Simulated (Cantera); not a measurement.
Input: 1 mol c-C4F8, 5.1 mol H2, at 0.00120 bar.

Cantera equilibrium calculation (NASA polynomials, part measured and part estimated; ideal gas, pure solids and liquids). Candidate condensed phases: C, C6H6, C7H8, C8H18; 110 gas species. Ions and electrons are included (thermal ionisation). The feed counts by its element totals alone. Kinetics and transport are ignored.

**Question.** Which condensed phases are stable at each of these points (T (°C)): 2227, 2477, 2727, 2977, 3227, 3477, 3727, 3977, 4227, 4477, 4727?

**Answer.** 
```tsv
T (°C)	condensed phases	C condensed (%)
2227	C(graphite)	99.3
2477	C(graphite)	85.5
2727	gas only	0.0
2977	gas only	0.0
3227	gas only	0.0
3477	gas only	0.0
3727	gas only	0.0
3977	gas only	0.0
4227	gas only	0.0
4477	gas only	0.0
4727	gas only	0.0
```

From 2227 °C to 2477 °C the condensed part is C(graphite). From 2727 °C to 4727 °C nothing is condensed.
